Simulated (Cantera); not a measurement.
## Catalytic combustion on Pt

An isothermal plug-flow reactor at 925 K and 92000 Pa (inlet), inlet velocity 1.6 m/s, active area per volume 8900 1/m; feed 0.249 % CH₄, 19.4 % O₂, 72.8 % N₂, 7.56 % H₂O.

Computed with Cantera and Deutschmann's 1995 Pt surface mechanism with GRI-Mech 3.0 gas chemistry. Catalytic surfaces can have several steady states; this one follows from the mechanism file's or the stated starting coverage. Mass transfer to the wall is taken as infinitely fast.

```tsv
z (m)	x CH₄	x O₂	x H₂O	x CO₂	x CO	θ free Pt	θ O*	θ OH*
0.00039	0.00241	0.193	0.0758	7.61e-5	7.30e-7	0.102	0.894	0.00475
0.00065	0.00236	0.193	0.0759	0.000126	7.16e-7	0.102	0.894	0.00476
0.0011	0.00228	0.193	0.0760	0.000210	6.90e-7	0.102	0.893	0.00476
0.0018	0.00215	0.193	0.0763	0.000335	6.53e-7	0.102	0.893	0.00477
0.003	0.00195	0.193	0.0767	0.000534	5.92e-7	0.102	0.893	0.00479
0.005	0.00166	0.192	0.0772	0.000825	5.04e-7	0.102	0.893	0.00481
0.0084	0.00126	0.191	0.0780	0.00122	3.83e-7	0.102	0.893	0.00483
0.014	0.000798	0.190	0.0790	0.00168	2.43e-7	0.102	0.893	0.00486
0.023	0.000383	0.189	0.0798	0.00210	1.17e-7	0.102	0.893	0.00489
0.039	0.000103	0.189	0.0804	0.00238	3.21e-8	0.102	0.893	0.00491
```
x: gas mole fraction; θ: surface coverage.
